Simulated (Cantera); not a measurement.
A closed system holds: 1 mol B2H6, 29 mol H2, 1.3 mol N2, equilibrated at 750 K and 13000 Pa.

Equilibrium computed with Cantera from the NASA thermochemical tables; the gas is ideal and each condensed phase is pure. Candidate condensed phases: B, BN; 15 gas species. The feed counts by its element totals alone. N2 is the only nitrogen source here; it is nearly inert below about 1500 K, so the nitride shown seldom forms there in practice. The numbers say what is thermodynamically allowed, not how fast it happens.

Base state: H2 0.991, N2 0.00926, NH3 6.30e-5 (mole fractions); condensed: BN(s).

What changes in the equilibrium state with this change: temperature from 750 K to 2400 K?


```
species      before     after
----------  -------  --------
H2            0.991     0.917
H             <1e-9    0.0422
N2          0.00926    0.0382
BH2           <1e-9   0.00273
B             <1e-9  0.000245
BH            <1e-9   5.69e-5
BH3           <1e-9   2.52e-5
NH3         6.30e-5   2.58e-7
BN(s), mol     2.00         0
B(l), mol         0      1.90
```
The tables' values for BH2 are old estimates; treat these amounts as uncertain. Gases not in the tables: B2H6 and higher boranes.
